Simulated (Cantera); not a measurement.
# Transport properties of process gases

Gas mixture: C2H2 : CO : N2 : H2O = 0.84 : 0.81 : 0.75 : 0.38 (molar parts), at 2.33 Torr, frozen composition.

Cantera's kinetic-theory transport with the Lennard-Jones parameters of GRI-Mech 3.0, ideal gas; thermal conductivity in the multicomponent form. Polar gases are described roughly by these parameters. The composition is frozen, though it would react at the higher temperatures.

```csv
T (K),ρ (kg/m³),cp (J/kg/K),μ (µPa s),λ (mW/m/K),Pr,D (cm²/s) H2,D (cm²/s) C2H2,D (cm²/s) H
400,0.00243,1395,18.1,35.0,0.721,392,92.7,614
550,0.00177,1489,23.2,47.9,0.720,673,164,1080
700,0.00139,1569,27.7,60.4,0.720,1010,249,1640
850,0.00114,1646,31.9,72.8,0.721,1400,348,2280
1000,0.000971,1715,35.8,85.0,0.722,1830,460,3010
1150,0.000845,1774,39.5,96.8,0.723,2310,582,3810
```
D: mixture-averaged diffusion coefficient of that species in the mixture.
